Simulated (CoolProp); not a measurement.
Model: reference Helmholtz-energy equation of state, Aleksandrov 2011, in CoolProp. It is a short technical equation, of lower accuracy than the large ones.

Question: Give the vapour pressure (MPa), enthalpy of vaporisation (kJ/kg), liquid cp (kJ/(kg K)), vapour Z of saturated n-undecane at 173.85, 202.85 °C.

Answer: 
```
T (°C)  p (MPa)  enthalpy of vaporisation (kJ/kg)  liquid cp (kJ/(kg K))  vapour Z
------  -------  --------------------------------  ---------------------  --------
173.85   0.0573                               278                   2.79     0.953
202.85    0.120                               261                   2.91     0.922
```
